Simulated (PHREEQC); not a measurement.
A solution holds 0.1 mol/kgw K2CO3 and 0.0013 mol/kgw Na2CO3, at 25 °C. Closed to the air; pH follows from the charge balance.

The numbers come from PHREEQC with the ion-association model, phreeqc.dat.

Q: The ionic strength comes out as 0.299 mol/kgw. What activity coefficients do Na+, CO3-2, HCO3-, NaCO3-, OH- get?

A: Na+ 0.73, CO3-2 0.27, HCO3- 0.72, NaCO3- 0.73, OH- 0.67.

No solid was allowed to form.
